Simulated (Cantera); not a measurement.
A Cantera script and its output.

```python
import numpy as np
import cantera as ct

gas = ct.Solution("gri30.yaml")
gas.TPX = 623, 1000000, {'CO': 1, 'H2': 0.74, 'O2': 0.544, 'N2': 2.12}
inlet = ct.Reservoir(gas, clone=True)
gas.equilibrate("HP")  # start burning
reactor = ct.IdealGasConstPressureReactor(gas, energy="on", clone=False)
exhaust = ct.Reservoir(gas, clone=True)
tau = [0.035, 0.016, 0.007, 0.0031, 0.0014, 0.00062, 0.00027, 0.00012, 5.4e-05, 2.4e-05, 1.1e-05][0]
for a, b in ((inlet, reactor), (reactor, exhaust)):
    ct.MassFlowController(a, b, mdot=lambda t: reactor.mass / tau)
net = ct.ReactorNet([reactor])
show = ['CO', 'H2', 'O2', 'N2O', 'HO2', 'CO2', 'H']

rows = []
print(f"{'tau/s':>10s}{'T/K':>9s}" + "".join(f"{s:>11s}" for s in show))
for tau in [0.035, 0.016, 0.007, 0.0031, 0.0014, 0.00062, 0.00027, 0.00012, 5.4e-05, 2.4e-05, 1.1e-05]:
    net.initial_time = 0.0
    net.advance(30 * tau)
    before = gas.X
    net.advance(40 * tau)
    drift = np.max(np.abs(gas.X - before) / (gas.X + 1e-9))
    rows.append([gas.T, *gas[show].X, drift])
    print(f"{tau:10.3e}{gas.T:9.1f}" + "".join(f"{x:11.3e}" for x in gas[show].X))
```

It prints:

```
     tau/s      T/K         CO         H2         O2        N2O        HO2        CO2          H
 3.500e-02   2477.9  1.390e-01  3.027e-02  1.043e-04  5.483e-08  1.013e-07  1.196e-01  1.345e-03
 1.600e-02   2476.6  1.390e-01  3.028e-02  1.297e-04  5.637e-08  1.220e-07  1.196e-01  1.427e-03
 7.000e-03   2473.7  1.391e-01  3.029e-02  1.846e-04  5.972e-08  1.714e-07  1.195e-01  1.602e-03
 3.100e-03   2468.3  1.392e-01  3.032e-02  2.912e-04  6.601e-08  2.835e-07  1.192e-01  1.928e-03
 1.400e-03   2459.0  1.394e-01  3.039e-02  4.849e-04  7.622e-08  5.280e-07  1.188e-01  2.468e-03
 6.200e-04   2443.2  1.398e-01  3.054e-02  8.439e-04  9.167e-08  1.067e-06  1.181e-01  3.336e-03
 2.700e-04   2417.8  1.405e-01  3.084e-02  1.494e-03  1.128e-07  2.197e-06  1.169e-01  4.667e-03
 1.200e-04   2379.9  1.417e-01  3.134e-02  2.572e-03  1.381e-07  4.308e-06  1.149e-01  6.564e-03
 5.400e-05   2325.2  1.436e-01  3.211e-02  4.266e-03  1.659e-07  8.071e-06  1.119e-01  9.234e-03
 2.400e-05   2247.0  1.465e-01  3.320e-02  6.864e-03  1.941e-07  1.486e-05  1.074e-01  1.301e-02
 1.100e-05   2146.1  1.507e-01  3.444e-02  1.052e-02  2.184e-07  2.649e-05  1.011e-01  1.775e-02
```

Detailed kinetics in Cantera: GRI-Mech 3.0 (53 species, 325 reactions). The hydrogen kinetics of GRI-Mech 3.0 are dated; newer H2 mechanisms differ, most at raised pressure.
